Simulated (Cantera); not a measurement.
**Gas-phase reforming**

A perfectly stirred reactor is fed with CH₄ : CO₂ = 1 : 4.8 (molar parts), at 0.133 bar; it is held at 1573 K, and followed from long to short residence time.

Computed with Cantera and GRI-Mech 3.0 (53 species, 325 reactions).

```csv
τ (s),x CH₄,x CO₂,x C₂H₄,x HO₂,x C₂H,x CH₂
12,0.0133,0.391,8.01e-5,<1e-12,1.53e-8,2.81e-8
4.5,0.0220,0.454,0.000208,<1e-12,2.82e-8,4.72e-8
1.7,0.0379,0.537,0.000526,<1e-12,3.65e-8,6.17e-8
0.67,0.0653,0.629,0.00113,<1e-12,3.23e-8,6.02e-8
0.26,0.102,0.719,0.00194,<1e-12,2.09e-8,5.32e-8
0.10,0.134,0.781,0.00267,<1e-12,1.09e-8,5.15e-8
0.039,0.154,0.812,0.00271,<1e-12,4.33e-9,5.04e-8
0.015,0.166,0.824,0.00152,<1e-12,9.66e-10,3.93e-8
0.0059,0.171,0.827,0.000376,<1e-12,1.13e-10,1.92e-8
0.0023,0.172,0.827,4.71e-5,<1e-12,8.48e-12,5.86e-9
0.00089,0.172,0.828,3.88e-6,<1e-12,<1e-12,1.27e-9
```
x: mole fraction; the columns are a selection and need not sum to one.
